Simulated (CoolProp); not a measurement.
Vapour-liquid equilibrium of n-decane (1) + n-dodecane (2) at 51.15 °C; x and y are mole fractions of (1).

Model: multi-fluid Helmholtz-energy mixture model, Lemmon 2006 and Lemmon 2004; pair parameters Bell 2016, in CoolProp.

Give the bubble pressure and the first vapour's composition at x = 0.25, 0.55, 0.65. Is there an azeotrope?

x = 0.25: 0.003338 bar, y = 0.715; x = 0.55: 0.005830 bar, y = 0.902; x = 0.65: 0.006633 bar, y = 0.932. No azeotrope shows between x = 0.05 and 0.95.

The pair parameters rest on a limited set of measurements; away from them the model extrapolates.
